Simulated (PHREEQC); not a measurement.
0.01 mol of Fluorite (CaF2) is brought to equilibrium with 1 kg of water holding 0.01 mol NaCl, at 32 °C, the pH being set by adding NaOH or HCl. O2 is buffered at 0.21 atm. CO2 from the air is kept out. The run lets Fluorite precipitate or redissolve, and no other solid.

The numbers come from PHREEQC with the ion-association model, wateq4f.dat.

### Question
Predict HF (mol/kgw) at pH = 5, 5.5, 7, 8.5.

### Answer
| pH | HF (mol/kgw) |
|---|---|
| 5 | 7.32e-6 |
| 5.5 | 2.32e-6 |
| 7 | 7.36e-8 |
| 8.5 | 2.33e-9 |

Species that the database lacks are ignored.
